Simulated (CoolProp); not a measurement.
R124 at 152.01 K and 0.151 MPa flows at 0.2 m/s in a round tube of 6 mm bore and 45 µm roughness, fully developed (64/Re and Nu = 3.66 if laminar; Colebrook and Gnielinski if turbulent). Each further row changes one setting.

Computed with CoolProp (reference Helmholtz-energy equation of state, de Vries 1995).

```csv
case,Reynolds number,Darcy friction factor,pressure drop (Pa/m),heat-transfer coefficient (W/(m² K)),mass flow (kg/h)
as stated,459,0.140,823,72.3,36.0
velocity 0.4 m/s,917,0.0698,1650,72.3,72.0
diameter 12 mm,917,0.0698,206,36.2,144
```

Viscosity comes from a separate model (Bell 2016), an estimate that may be off by 10 % or more. Thermal conductivity comes from a separate model (Huber 2003), an estimate that may be off by 10 % or more.
